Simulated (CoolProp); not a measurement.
Vapour-liquid equilibrium of propylene (1) + R152A (2) at 6.23 bar; x and y are mole fractions of (1).

Values from CoolProp's multi-fluid Helmholtz-energy mixture model, Lemmon 2013 and Outcalt 1996; pair parameters Bell 2016.

Give the bubble temperature and the first vapour's composition at x = 0.275, 0.425, 0.725. Is there an azeotrope?

x = 0.275: 283.8 K, y = 0.505; x = 0.425: 279.7 K, y = 0.625; x = 0.725: 275.7 K, y = 0.787. y crosses x between x = 0.875 and 0.95: the model has an azeotrope there.

The pair parameters rest on a limited set of measurements; away from them the model extrapolates.
